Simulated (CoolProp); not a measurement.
Saturation properties of methane.

Computed with CoolProp (reference Helmholtz-energy equation of state, Setzmann 1991).

| T (°C) | p (kPa) | enthalpy of vaporisation (kJ/kg) | liquid cp (kJ/(kg K)) |
|---|---|---|---|
| -123.75 | 1012 | 414.7 | 4.030 |
| -120.95 | 1147 | 404.5 | 4.116 |
| -118.25 | 1290 | 394.0 | 4.211 |
| -115.55 | 1444 | 382.8 | 4.321 |
| -112.85 | 1611 | 370.9 | 4.451 |
| -110.15 | 1792 | 358.2 | 4.605 |
| -107.45 | 1987 | 344.5 | 4.792 |
| -104.65 | 2205 | 329.1 | 5.033 |
| -101.95 | 2431 | 312.9 | 5.328 |
| -99.25 | 2673 | 295.2 | 5.715 |
| -96.55 | 2932 | 275.5 | 6.247 |
| -93.85 | 3210 | 253.2 | 7.027 |
| -91.15 | 3507 | 227.3 | 8.286 |
| -88.35 | 3837 | 194.6 | 10.83 |
| -85.65 | 4179 | 152.3 | 17.78 |

It boils at -161.5 °C under 1 atm.
